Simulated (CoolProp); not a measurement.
Vapour-liquid equilibrium of R22 (1) + R134a (2) at 255 kPa; x and y are mole fractions of (1).

Values from CoolProp's multi-fluid Helmholtz-energy mixture model, Kamei 1995 and Tillner-Roth 1994; pair parameters Bell 2016.

Q: Give the bubble temperature and the first vapour's composition at x = 0.15, 0.25, 0.65. Is there an azeotrope?

A: x = 0.15: -7.2 °C, y = 0.244; x = 0.25: -9.2 °C, y = 0.375; x = 0.65: -15.2 °C, y = 0.754. No azeotrope shows between x = 0.05 and 0.95.

The pair parameters rest on a limited set of measurements; away from them the model extrapolates.
